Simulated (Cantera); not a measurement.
Ignition delay

Mixture: 5.27 % CH₄, 19.9 % O₂, 74.9 % N₂, at 2400000 Pa, adiabatic and at constant pressure. Ignition delay is the time to a rise of 400 K.

Cantera simulation using GRI-Mech 3.0 (53 species, 325 reactions); the numbers are that mechanism's predictions, not measurements. The pressure lies above the range GRI-Mech 3.0 was tuned for (to about 10 atm).

| T0 (K) | delay (ms) |
|---|---|
| 1250 | 0.824 |
| 1300 | 0.473 |
| 1350 | 0.282 |
| 1400 | 0.173 |
| 1450 | 0.109 |
| 1500 | 0.0702 |

```
Quantity                                                Result
--------------------------------------------------  ----------
apparent activation energy between 1400 and 1500 K  160 kJ/mol
```
